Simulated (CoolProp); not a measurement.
Vapour-liquid equilibrium of propane (1) + R236EA (2) at 249.8 K; x and y are mole fractions of (1).

Model: multi-fluid Helmholtz-energy mixture model, Lemmon 2009 and Rui 2013; pair parameters Bell 2016, in CoolProp.

Task: Give the bubble pressure and the first vapour's composition at x = 0.05, 0.2, 0.65. Is there an azeotrope?

Result: x = 0.05: 0.7579 bar, y = 0.671; x = 0.2: 1.638 bar, y = 0.859; x = 0.65: 2.003 bar, y = 0.895. No azeotrope shows between x = 0.05 and 0.95.

Pair parameters are fitted to limited data, so mixtures are less certain than the pure fluids. With so large a gap from Raoult's law the liquid may split in two, which this calculation doesn't test in full.
